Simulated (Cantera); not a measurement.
A closed system holds: 1 mol SiCl₄, a varied amount of H₂, equilibrated at 1125 K and 0.350 bar.

Cantera equilibrium calculation (NASA polynomials, part measured and part estimated; ideal gas, pure solids and liquids). Candidate condensed phases: Si; 19 gas species. Rates play no part.

Question: Which condensed phases are stable at each of these points (n(H₂) (mol)): 8.3, 12, 16, 22, 31, 42, 59, 81, 110, 160, 220?

Answer: 
```tsv
n(H₂) (mol)	condensed phases	Si condensed (%)
8.3	gas only	0.0
12	gas only	0.0
16	Si(s)	0.9
22	Si(s)	3.3
31	Si(s)	6.8
42	Si(s)	10.8
59	Si(s)	16.5
81	Si(s)	23.0
110	Si(s)	30.5
160	Si(s)	41.3
220	Si(s)	51.4
```

From 8.3 mol H₂ to 12 mol H₂ nothing is condensed. From 16 mol H₂ to 220 mol H₂ the condensed part is Si(s).
